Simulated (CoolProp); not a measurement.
A simple Rankine cycle with sulfur dioxide: condensing at 316.15 K, boiler at 1.81 MPa, turbine inlet 368.4 K, turbine efficiency 0.8, pump efficiency 0.7, no recuperator. Each further row changes one setting.

Values from CoolProp's reference Helmholtz-energy equation of state, Gao 2016.

```csv
case,thermal efficiency (%),net work (kJ/kg),heat in (kJ/kg),turbine exit temperature (K),volume ratio over the turbine
as stated,___,27.7,358,316.2,___
turbine inlet 388.4 K,8.0,30.1,___,326.9,2.31
condensing temperature 308.15 K,9.3,___,369,308.2,2.94
boiler pressure 1.27 MPa,5.2,___,368,330.5,1.69
turbine efficiency 0.7,___,___,358,316.2,___
```

Q: Complete the blanks.

A: 
- as stated, thermal efficiency (%): 7.8
- as stated, volume ratio over the turbine: 2.36
- turbine inlet 388.4 K, heat in (kJ/kg): 376
- condensing temperature 308.15 K, net work (kJ/kg): 34.3
- boiler pressure 1.27 MPa, net work (kJ/kg): 19.2
- turbine efficiency 0.7, thermal efficiency (%): 6.7
- turbine efficiency 0.7, net work (kJ/kg): 24.1
- turbine efficiency 0.7, volume ratio over the turbine: 2.39

The expansion ends wet for: as stated; condensing temperature 308.15 K; turbine efficiency 0.7.
